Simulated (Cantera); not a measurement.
A perfectly stirred reactor is fed with NH₃ : H₂ = 1 : 0.27 (molar parts), at 150 Torr; it is held at 2348 K, and followed from long to short residence time.

Cantera simulation using the gas-phase N/H chemistry of the illustrative SiF4/NH3 mechanism in the Surface Chemkin manual (1991); the numbers are that mechanism's predictions, not measurements. Walls and surfaces, which speed up NH3 decomposition in real reactors, are not modelled.

x: mole fraction; the columns are a selection and need not sum to one.

```csv
τ (s),x NH₃,x H₂,x N₂,x N₂H₄,x N
1.4,0.000553,0.762,0.218,1.65e-11,2.36e-5
0.82,0.00108,0.765,0.218,4.10e-11,2.41e-5
0.47,0.00305,0.768,0.218,1.41e-10,1.92e-5
0.27,0.00876,0.768,0.217,4.71e-10,1.40e-5
0.16,0.0190,0.762,0.214,1.18e-9,1.17e-5
0.091,…,0.749,0.209,…,1.06e-5
0.053,0.0662,0.729,0.201,5.84e-9,1.01e-5
0.030,0.113,0.695,0.188,1.19e-8,9.68e-6
0.018,0.174,0.651,0.171,2.13e-8,9.34e-6
0.010,0.268,0.584,0.144,3.82e-8,8.89e-6
0.0059,…,…,…,…,8.39e-6
```

Question: Some entries are withheld; supply them.

Answer: 
- 0.091, x NH₃: 0.0375
- 0.091, x N₂H₄: 2.79e-9
- 0.0059, x NH₃: 0.369
- 0.0059, x H₂: 0.512
- 0.0059, x N₂: 0.116
- 0.0059, x N₂H₄: 5.93e-8
